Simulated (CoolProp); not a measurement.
Vapour-liquid equilibrium of propane (1) + R245fa (2) at 312.7 K; x and y are mole fractions of (1).

Values from CoolProp's multi-fluid Helmholtz-energy mixture model, Lemmon 2009 and Akasaka 2015; pair parameters Bell 2016.

```
x     bubble pressure, mixture model (kPa)  bubble pressure, Raoult's law (kPa)  y, mixture model  y, Raoult's law
----  ------------------------------------  -----------------------------------  ----------------  ---------------
0.05                                 429.3                                302.4             0.424            0.224
0.2                                  814.6                                468.6             0.706            0.578
0.35                                  1014                                634.9             0.775            0.747
0.5                                   1120                                801.1             0.809            0.846
0.65                                  1198                                967.3             0.838            0.911
0.8                                   1274                                 1134             0.882            0.956
0.95                                  1342                                 1300             0.960            0.991
```

The largest gap from Raoult's law is +73.8 % in bubble pressure, at x = 0.2. No azeotrope shows between x = 0.05 and 0.95.

Pair parameters are fitted to limited data, so mixtures are less certain than the pure fluids. With so large a gap from Raoult's law the liquid may split in two, which this calculation doesn't test in full.
